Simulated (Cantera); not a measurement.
An isothermal plug-flow reactor at 1150 K and 1.00 bar (inlet), inlet velocity 0.47 m/s, active area per volume 710 1/m; feed CH4 : O2 : N2 = 0.0054 : 0.19 : 0.79 (molar parts), equivalence ratio 0.057.

Cantera simulation using Deutschmann's 1995 Pt surface mechanism with GRI-Mech 3.0 gas chemistry; the numbers are that mechanism's predictions, not measurements. Catalytic surfaces can have several steady states; this one follows from the mechanism file's or the stated starting coverage. Mass transfer to the wall is taken as infinitely fast.

Task: Predict: x(CH4) at z = 0.0039 m; x(O2) at z = 0.0039 m; x(H2O) at z = 0.0039 m; x(CO2) at z = 0.0039 m; x(CO) at z = 0.0039 m; θ(free Pt) at the exit; θ(O*) at the exit; θ(OH*) at the exit.

Result: 
```
Quantity                 Result
----------------------  -------
x(CH4) at z = 0.0039 m  0.00135
x(O2) at z = 0.0039 m     0.185
x(H2O) at z = 0.0039 m  0.00812
x(CO2) at z = 0.0039 m  0.00402
x(CO) at z = 0.0039 m   1.53e-6
θ(free Pt) at the exit    0.323
θ(O*) at the exit         0.676
θ(OH*) at the exit      0.00120
```
